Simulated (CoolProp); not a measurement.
Vapour-liquid equilibrium of R125 (1) + R236FA (2) at -76.05 °C; x and y are mole fractions of (1).

The numbers come from the multi-fluid Helmholtz-energy mixture model, Lemmon 2005 and Pan 2012; pair parameters Bell 2016 in CoolProp.

```csv
x,bubble pressure (kPa),y at the bubble point,dew pressure at overall composition x (kPa),liquid density (mol/L)
0.05,2.035,0.539,1.034,11.03
0.125,3.572,0.758,1.118,11.20
0.2,5.071,0.843,1.218,11.37
0.275,6.539,0.889,1.336,11.54
0.35,7.985,0.918,1.480,11.72
0.425,9.413,0.938,1.659,11.90
0.5,10.83,0.953,1.887,12.08
0.575,12.24,0.964,2.188,12.27
0.65,13.65,0.973,2.602,12.46
0.725,15.06,0.981,3.210,12.66
0.8,16.47,0.987,4.186,12.86
0.875,17.90,0.992,6.005,13.07
0.95,19.34,0.997,10.53,13.27
```

No azeotrope shows between x = 0.05 and 0.95.

Pair parameters are fitted to limited data, so mixtures are less certain than the pure fluids.
